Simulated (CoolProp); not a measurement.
The fluid at 306.62 K and 0.516 MPa (liquid) is heated at constant pressure to 363.3 K. The same conditions are run with several fluids, on thermodynamics alone (safety and materials aside).

Values from CoolProp's reference Helmholtz-energy equation of state of each fluid (the fluoroketone C6F12O (FK-5-1-12): McLinden 2015; propylene glycol: Eisenbach 2021; neopentane: Lemmon 2006; tetrahydrofuran: Fiedler 2023; benzene: Thol 2012).

```
fluid                                heat (kJ/kg)  final phase  final density (kg/m³)
-----------------------------------  ------------  -----------  ---------------------
the fluoroketone C6F12O (FK-5-1-12)           ___       liquid                   1380
propylene glycol                              ___       liquid                    981
neopentane                                    ___          gas                   13.8
tetrahydrofuran                               106       liquid                    ___
benzene                                       ___       liquid                    803
```

Question: What belongs in the gaps?

Answer: 
- the fluoroketone C6F12O (FK-5-1-12), heat (kJ/kg): 64.4
- propylene glycol, heat (kJ/kg): 153
- neopentane, heat (kJ/kg): 396
- tetrahydrofuran, final density (kg/m³): 807
- benzene, heat (kJ/kg): 105
